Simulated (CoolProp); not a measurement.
Dodecamethylcyclohexasiloxane (D6) at 293.15 K and 0.519 MPa is throttled through a valve to 0.177 MPa with no heat exchange. Each further row changes one setting.

Model: reference Helmholtz-energy equation of state, Colonna 2008, in CoolProp. It is a short technical equation, of lower accuracy than the large ones.

| case | temperature change (K) |
|---|---|
| as stated | +0.2 |
| outlet pressure 0.0531 MPa | +0.2 |
| outlet pressure 0.23 MPa | +0.1 |
